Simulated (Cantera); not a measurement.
An isothermal, constant-pressure homogeneous reactor starts with NH₃ : H₂ = 1 : 0.18 (molar parts), at 1300 K and 20.0 Torr. Integrator tolerance rtol = 1e-08.

Detailed kinetics in Cantera: the gas-phase N/H chemistry of the illustrative SiF4/NH3 mechanism in the Surface Chemkin manual (1991). Walls and surfaces, which speed up NH3 decomposition in real reactors, are not modelled.

Task: What does this change do: temperature 1300 to 1725 K?

Result: 
| quantity | before | after |
|---|---|---|
| x(NH₃) at 20.0 s | 0.847 (gas-phase equilibrium 1.05e-6) | 0.236 (gas-phase equilibrium 2.93e-7) |
| x(H₂) at 20.0 s | 0.153 (gas-phase equilibrium 0.771) | 0.598 (gas-phase equilibrium 0.770) |
| x(N₂H₄) at 20.0 s | 4.82e-9 (gas-phase equilibrium <1e-12) | 3.46e-9 (gas-phase equilibrium <1e-12) |
| x(N₂) at 20.0 s | 0.000134 (gas-phase equilibrium 0.229) | 0.165 (gas-phase equilibrium 0.229) |
| x(NH) at 20.0 s | 6.20e-9 (gas-phase equilibrium <1e-12) | 1.85e-6 (gas-phase equilibrium 7.18e-11) |
| x(NH₂) at 20.0 s | 7.30e-6 (gas-phase equilibrium 1.48e-11) | 0.000144 (gas-phase equilibrium 9.85e-10) |
| x(H) at 20.0 s | 7.28e-7 (gas-phase equilibrium 5.99e-6) | 0.000142 (gas-phase equilibrium 0.00100) |
